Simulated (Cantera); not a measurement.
Premixed flame

A freely propagating, adiabatic, planar premixed flame of CH₄ : O₂ : N₂ : H₂O = 1 : 1.54 : 5.78 : 1.9 (molar parts), equivalence ratio 1.3, unburnt at 573 K and 0.240 bar; mixture-averaged transport, grid criteria slope 0.08 and curve 0.16, no radiation.

Cantera simulation using GRI-Mech 3.0 (53 species, 325 reactions); the numbers are that mechanism's predictions, not measurements. Burning velocities carry a grid error of a few per cent, more on coarse grids.

```tsv
z (mm)	T (K)	u (m/s)	x CH₄	x O₂	x H₂O	x CH₃	x CO₂	x HO₂
-6.24	573	0.687	0.0975	0.150	0.185	2.68e-8	5.18e-7	1.42e-7
-4.16	577	0.695	0.0967	0.149	0.185	2.47e-7	7.15e-6	1.40e-6
-3.12	592	0.716	0.0951	0.148	0.186	1.29e-6	4.96e-5	6.88e-6
-2.08	677	0.829	0.0885	0.141	0.193	1.44e-5	0.000508	3.45e-5
-1.04	1055	1.32	0.0600	0.108	0.229	0.000466	0.00497	5.36e-5
-0.520	1383	1.75	0.0325	0.0720	0.262	0.00217	0.0119	6.18e-5
0	1669	2.12	0.00840	0.0330	0.293	0.00258	0.0231	2.87e-5
0.520	1794	2.28	0.000882	0.0113	0.307	0.000586	0.0352	3.96e-6
1.04	1826	2.31	5.82e-5	0.00415	0.310	5.35e-5	0.0443	8.23e-7
2.08	1843	2.33	3.50e-7	0.00159	0.309	4.21e-7	0.0525	3.49e-7
4.16	1860	2.34	<1e-8	0.00110	0.308	<1e-8	0.0555	2.54e-7
8.32	1880	2.36	<1e-8	0.000746	0.310	<1e-8	0.0557	1.78e-7
16.6	1902	2.39	<1e-8	0.000416	0.312	<1e-8	0.0556	1.03e-7
```
x: mole fraction of selected species; z is measured from the peak of heat release.

```json
{
 "laminar_burning_velocity": "68.5 cm/s",
 "thermal_thickness": "2.08 mm",
 "peak x(CH₃)": "0.00299",
 "peak x(HO₂)": "6.27e-5",
 "grid_points": "150"
}
```
